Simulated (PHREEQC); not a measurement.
A made-up water analysis in mg/kgw, 25 °C, pH 4.07, pe 10.2:

```tsv
constituent	mg/kgw
Na	8.07
K	1.81
Ca	122
Mg	26.2
Cl	17.8
S(6) as SO4	402
Fe(3)	0.2
Zn	0.294
Cu(2)	0.0591
```

Valence states are taken as typed.

Model: ion-association model, phreeqc.dat, run in PHREEQC.

No solid was allowed to form.

### Question
Predict the ionic strength, specific conductance.

### Answer
ionic strength 0.0137 mol/kgw; specific conductance 863 µS/cm.

### Question
In which forms is S present?

### Answer
SO4-2 79 %, CaSO4 14 %, MgSO4 6.1 % of the S.

The solution is supersaturated, for example in Hematite (slow to form), Goethite (slow to form), so a real one may precipitate; this is no full list.
